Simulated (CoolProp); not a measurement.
A Linde-Hampson liquefier for oxygen: isothermal reversible compression at 290 K from 1 atm to 15 MPa, throttling to 1 atm, return gas leaving the recuperator 0 K below the feed. Each further row changes one setting.

Computed with CoolProp (reference Helmholtz-energy equation of state, Schmidt 1985).

| case | liquid yield per pass | compression work (kJ/kg of gas) |
|---|---|---|
| as stated | ? | 370 |
| high pressure 30 MPa | ? | ? |
| warm-end temperature 320 K | ? | 411 |
| warm-end gap 5 K | ? | 370 |

Question: Complete the blanks.

Answer: 
- as stated, liquid yield per pass: 0.092
- high pressure 30 MPa, liquid yield per pass: 0.151
- high pressure 30 MPa, compression work (kJ/kg of gas): 419
- warm-end temperature 320 K, liquid yield per pass: 0.069
- warm-end gap 5 K, liquid yield per pass: 0.081

Above 300 K oxygen's equation is extrapolated.
